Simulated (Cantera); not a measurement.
Input (Python, Cantera):

```python
import numpy as np
import cantera as ct

surf = ct.Interface("ptcombust.yaml", "Pt_surf")
gas = surf.adjacent["gas"]
gas.TPX = 823, 82000, {'H2': 0.014, 'O2': 0.071, 'N2': 0.79}
surf.TP = 823, 82000
reactor = ct.FlowReactor(gas, clone=False)
reactor.area = 0.0001  # m2
reactor.surface_area_to_volume_ratio = 230  # 1/m
reactor.mass_flow_rate = 0.18 * reactor.area * gas.density  # inlet velocity 0.18 m/s
reactor.energy_enabled = False
wall = ct.ReactorSurface(surf, reactor, clone=False)
net = ct.ReactorNet([reactor])
net.rtol, net.atol = 1e-8, 1e-16
show, cover = ['H2', 'O2', 'H2O'], ['PT(S)', 'H(S)', 'O(S)', 'OH(S)', 'CO(S)', 'C(S)']

rows = []
print(f"{'z/m':>9s}{'u/(m/s)':>9s}" + "".join(f"{s:>13s}" for s in show + cover))
for z in [3.1e-05, 5.2e-05, 8.6e-05, 0.00014, 0.00024, 0.0004, 0.00067, 0.0011, 0.0019, 0.0031]:
    net.advance(z)
    rows.append([reactor.speed, *gas[show].X, *surf[cover].coverages])
    print(f"{z:9.4g}{rows[-1][0]:9.3g}" + "".join(f"{x:13.4e}" for x in rows[-1][1:]))
```

Result:

```
      z/m  u/(m/s)           H2           O2          H2O        PT(S)         H(S)         O(S)        OH(S)        CO(S)         C(S)
  3.1e-05    0.179   1.0405e-02   7.8552e-02   5.6397e-03   2.6061e-01   2.0258e-07   7.3545e-01   3.9288e-03  -7.9766e-27  -8.1784e-30
  5.2e-05    0.179   8.3636e-03   7.7606e-02   7.6980e-03   2.1366e-01   1.4370e-07   7.8252e-01   3.8110e-03  -7.5563e-26  -1.6429e-28
  8.6e-05    0.179   6.3022e-03   7.6651e-02   9.7760e-03   1.6682e-01   9.4841e-08   8.2957e-01   3.6058e-03   3.4299e-27   7.6570e-30
  0.00014    0.179   4.4568e-03   7.5797e-02   1.1636e-02   1.2720e-01   6.0589e-08   8.6945e-01   3.3388e-03   5.1054e-28   1.1528e-30
  0.00024    0.179   2.7507e-03   7.5007e-02   1.3356e-02   9.5126e-02   3.7479e-08   9.0183e-01   3.0366e-03   1.5556e-27   3.5472e-30
   0.0004    0.179   1.5128e-03   7.4433e-02   1.4604e-02   7.6090e-02   2.5746e-08   9.2110e-01   2.8080e-03   1.3898e-27   3.3253e-30
  0.00067    0.179   6.5479e-04   7.4036e-02   1.5469e-02   6.5272e-02   1.9760e-08   9.3207e-01   2.6570e-03  -7.0429e-28  -1.5597e-30
   0.0011    0.179   1.9872e-04   7.3825e-02   1.5929e-02   6.0290e-02   1.7175e-08   9.3713e-01   2.5814e-03  -4.0171e-27  -2.8813e-31
   0.0019    0.179   2.4146e-05   7.3744e-02   1.6105e-02   5.8516e-02   1.6281e-08   9.3893e-01   2.5534e-03   2.4639e-30   2.3823e-32
   0.0031    0.179   1.0645e-06   7.3733e-02   1.6128e-02   5.8287e-02   1.6166e-08   9.3916e-01   2.5498e-03  -4.6998e-30  -1.0294e-33
```

Cantera simulation using Deutschmann's 1995 Pt surface mechanism with GRI-Mech 3.0 gas chemistry; the numbers are that mechanism's predictions, not measurements. Catalytic surfaces can have several steady states; this one follows from the mechanism file's or the stated starting coverage. Mass transfer to the wall is taken as infinitely fast.
